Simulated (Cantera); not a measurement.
# Premixed flame

A freely propagating, adiabatic, planar premixed flame of C₃H₈ : O₂ : N₂ = 1 : 4.17 : 15.7 (molar parts), equivalence ratio 1.2, unburnt at 675 K and 0.560 bar; multicomponent transport, grid criteria slope 0.08 and curve 0.16, no radiation.

Model: GRI-Mech 3.0 (53 species, 325 reactions), integrated in Cantera. GRI-Mech 3.0 was tuned for natural gas; its chemistry of propane as a main component is partial and can be far from experiment. Burning velocities carry a grid error of a few per cent, more on coarse grids.

```tsv
z (mm)	T (K)	u (m/s)	x C₃H₈	x O₂	x H	x C₂H₄	x CO₂	x CH₂O
-1.27	675	2.12	0.0479	0.199	<1e-8	6.10e-7	1.14e-7	1.99e-7
-0.846	676	2.13	0.0477	0.199	1.19e-8	1.43e-5	2.87e-6	4.56e-6
-0.634	681	2.15	0.0475	0.197	1.71e-7	7.27e-5	1.53e-5	2.22e-5
-0.423	718	2.29	0.0467	0.192	4.02e-6	0.000651	0.000152	0.000170
-0.211	1032	3.41	0.0342	0.158	0.000188	0.00829	0.00253	0.00132
-0.106	1424	4.90	0.0111	0.113	0.00145	0.0145	0.00784	0.00199
0	1811	6.40	0.000383	0.0644	0.00590	0.00577	0.0173	0.000915
0.106	2008	7.14	7.58e-7	0.0339	0.0112	0.000495	0.0285	0.000188
0.211	2065	7.33	<1e-8	0.0202	0.0148	1.75e-5	0.0388	2.51e-5
0.423	2094	7.40	<1e-8	0.0123	0.0173	1.30e-8	0.0520	1.66e-7
0.846	2123	7.47	<1e-8	0.00982	0.0174	<1e-8	0.0603	<1e-8
1.69	2161	7.58	<1e-8	0.00860	0.0156	<1e-8	0.0629	<1e-8
3.38	2213	7.73	<1e-8	0.00723	0.0127	<1e-8	0.0643	<1e-8
```
x: mole fraction of selected species; z is measured from the peak of heat release.

| Item | Value |
|---|---|
| laminar burning velocity | 211 cm/s |
| thermal thickness | 0.423 mm |
| peak x(H) | 0.0176 |
| peak x(C₂H₄) | 0.0145 |
| peak x(CH₂O) | 0.00200 |
| grid points | 147 |
